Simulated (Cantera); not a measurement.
Input: 1 mol Si, 0.0071 mol O₂, 150 mol N₂.

Equilibrium computed with Cantera from the NASA thermochemical tables; the gas is ideal and each condensed phase is pure. Candidate condensed phases: Si, SiO₂, Si₂N₂O, Si₃N₄; 16 gas species. Mutual solubility and eutectic melting of coexisting phases are not modelled. Equilibrium is a limit: real reactors are often held back by kinetics, nucleation or transport.

Task: What condenses at these points (T in K, P in Pa): (1998, 0.10); (2173, 5.6); (2023, 0.75); (2198, 18000); (1973, 1000000); (2048, 18000); (1998, 130000)?

Result: 
```csv
T (K),P in Pa,condensed phases,Si condensed (%)
1998,0.10,gas only,0.0
2173,5.6,gas only,0.0
2023,0.75,gas only,0.0
2198,18000,Si,60.2
1973,1000000,Si₂N₂O + Si₃N₄,98.7
2048,18000,Si,89.9
1998,130000,Si₃N₄,98.4
```
